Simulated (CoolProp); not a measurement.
Saturation properties of R143a.

Computed with CoolProp (reference Helmholtz-energy equation of state, Lemmon and Jacobsen 2000).

| T (K) | p (MPa) | enthalpy of vaporisation (kJ/kg) | vapour Z | surface tension (mN/m) | liquid viscosity (µPa s) | liquid conductivity (mW/(m K)) |
|---|---|---|---|---|---|---|
| 182.1 | 0.007009 | 254.6 | 0.9909 | 21.1 | 358 | 125 |
| 186.8 | 0.01002 | 251.7 | 0.9886 | 20.3 | 336 | 122 |
| 191.4 | 0.01393 | 248.9 | 0.9860 | 19.6 | 316 | 119 |
| 196.1 | 0.01916 | 246.0 | 0.9829 | 18.9 | 299 | 117 |
| 200.8 | 0.02589 | 243.1 | 0.9794 | 18.1 | 283 | 114 |
| 205.4 | 0.03422 | 240.2 | 0.9754 | 17.4 | 269 | 112 |
| 210.1 | 0.04485 | 237.2 | 0.9708 | 16.7 | 255 | 109 |
| 214.7 | 0.05768 | 234.2 | 0.9657 | 16.0 | 243 | 107 |
| 219.4 | 0.07364 | 231.1 | 0.9599 | 15.3 | 232 | 105 |
| 224.1 | 0.09292 | 227.9 | 0.9534 | 14.6 | 222 | 102 |
| 228.7 | 0.1154 | 224.7 | 0.9464 | 13.9 | 212 | 100 |
| 233.4 | 0.1427 | 221.3 | 0.9385 | 13.2 | 203 | 98.1 |

It boils at 225.9 K under 1 atm.

Viscosity comes from a separate model (Klein 1997), an estimate that may be off by 10 % or more. Thermal conductivity comes from a separate model (McLinden 2000), an estimate that may be off by 10 % or more. Surface tension comes from a separate correlation (Mulero 2014).
